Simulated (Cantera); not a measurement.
A perfectly stirred reactor is fed with 7.01 % CO, 4.35 % H₂, 0.365 % CH₄, 8.34 % O₂, 79.9 % N₂, equivalence ratio 0.77, at 490000 Pa; it is adiabatic with a 625 K inlet, and is followed from long to short residence time, starting on the burning branch (τ in s: 0.044, 0.021, 0.0098, 0.0046, 0.0022, 0.001, 0.00049, 0.00023, 0.00011, 5.1e-05, 2.4e-05, 1.1e-05).

Model: GRI-Mech 3.0 (53 species, 325 reactions), integrated in Cantera.

One state of this run: T (K) = 1582; x CO = 0.00466; x H₂ = 0.000535; x CH₄ = 9.78e-6; x CH₂ = 4.26e-8; x C₂H₆ = 2.36e-10; x O₂ = 0.0228. x: mole fraction; the columns are a selection and need not sum to one.

Q: Which value of τ (s) does it belong to?
A. 2.4e-5
B. 0.0022
C. 0.00049
D. 0.0046

A: B, 0.0022
